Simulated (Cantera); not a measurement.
A perfectly stirred reactor is fed with N2O : H2 : N2 = 1 : 0.019 : 4 (molar parts), at 0.00640 bar; it is held at 1098 K, and followed from long to short residence time.

Detailed kinetics in Cantera: GRI-Mech 3.0 (53 species, 325 reactions). GRI-Mech 3.0 was tuned for natural gas; its chemistry of N2O as a main component is partial and can be far from experiment. Radical loss at walls, strong at low pressure, is not modelled. The mechanism lacks the step 2 NO + O2 → 2 NO2, which can matter for NO2 below about 1400 K. The temperature is held fixed by assumption; the heat of reaction is taken as removed at once.

What does this change do: temperature 1098 to 1525 K?


```csv
quantity,before,after
x(N2O) at τ = 1.30 s,0.197,0.114
x(H2) at τ = 1.30 s,0.00215,8.40e-5
x(HO2) at τ = 1.30 s,4.28e-7,6.52e-7
x(OH) at τ = 1.30 s,4.73e-6,0.000113
x(H2O2) at τ = 1.30 s,4.46e-9,4.22e-10
x(N2O) at τ = 15.0 ms,0.199,0.196
x(H2) at τ = 15.0 ms,0.00378,0.00236
x(HO2) at τ = 15.0 ms,7.07e-9,5.70e-6
x(OH) at τ = 15.0 ms,2.69e-7,0.000155
x(H2O2) at τ = 15.0 ms,5.52e-12,8.44e-9
```

What does this change do: temperature 1098 to 1600 K?


| quantity | before | after |
|---|---|---|
| x(N2O) at τ = 1.30 s | 0.197 | 0.0743 |
| x(H2) at τ = 1.30 s | 0.00215 | 5.03e-5 |
| x(HO2) at τ = 1.30 s | 4.28e-7 | 5.11e-7 |
| x(OH) at τ = 1.30 s | 4.73e-6 | 0.000163 |
| x(H2O2) at τ = 1.30 s | 4.46e-9 | 3.50e-10 |
| x(N2O) at τ = 15.0 ms | 0.199 | 0.194 |
| x(H2) at τ = 15.0 ms | 0.00378 | 0.00180 |
| x(HO2) at τ = 15.0 ms | 7.07e-9 | 7.28e-6 |
| x(OH) at τ = 15.0 ms | 2.69e-7 | 0.000247 |
| x(H2O2) at τ = 15.0 ms | 5.52e-12 | 8.35e-9 |
